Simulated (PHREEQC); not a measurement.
A solution holds 62 mmol/kgw FeCl3, at 88 °C. Closed to the air; pH follows from the charge balance.

Equilibrium calculation in PHREEQC: ion-association model, phreeqc.dat.

Precipitation was switched off in this run.

Q: Order these Cl species by the share of Cl that they hold, largest first: FeCl2+, Cl-, FeCl+2.

A: Cl- (83 %), FeCl+2 (16 %), FeCl2+ (0.96 %)

The pH is 1.68 and the ionic strength 0.252 mol/kgw. The solution is supersaturated, for example in Hematite (slow to form), Goethite (slow to form), so a real one may precipitate; this is no full list. Away from 25 °C the constants follow the database's enthalpies or fits; those with neither stay at their 25 °C values.
